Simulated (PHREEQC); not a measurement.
Polishing slurry liquid: speciation

A solution holds 0.011 mol/kgw NH3, 2.7e-05 mol/kgw H4SiO4 and 3.5e-05 mol/kgw KH2PO4, at 35 °C. Closed to the air; pH follows from the charge balance.

Computed with PHREEQC (ion-association model, phreeqc.dat).

Each row changes one thing in this solution. No solid was allowed to form.

```tsv
case	pH	ionic strength (mol/kgw)	NH3 (mol/kgw)	NH4+ (mol/kgw)	H3SiO4- (mol/kgw)	H4SiO4 (mol/kgw)	SI of Quartz (SiO2)
as made	10.30	0.000554	0.0105	0.000483	2.17e-5	5.22e-6	-1.44
0.003 mol/kgw NaHCO3 added	9.86	0.00528	0.00972	0.00128	1.67e-5	1.03e-5	-1.15
NH3 replaced by (NH4)2HPO4 at the same molality	7.83	0.0304	0.00130	0.0207	4.37e-7	2.66e-5	-0.73
0.0002 mol/kgw HF added	10.20	0.000669	0.0104	0.000598	2.07e-5	?	-1.37
KH2PO4 from 3.5e-05 to 7e-05 mol/kgw	10.28	0.000645	0.0105	0.000503	?	5.38e-6	-1.43
NH3 from 0.011 to 0.055 mol/kgw	10.67	0.00114	0.0539	0.00107	2.44e-5	2.47e-6	-1.77
diluted 100-fold with water	9.24	3.79e-5	7.28e-5	3.72e-5	7.14e-8	1.99e-7	-2.86
```

Question: Fill in the missing entries.

Answer: 
- 0.0002 mol/kgw HF added, H4SiO4 (mol/kgw): 6.20e-6
- KH2PO4 from 3.5e-05 to 7e-05 mol/kgw, H3SiO4- (mol/kgw): 2.16e-5
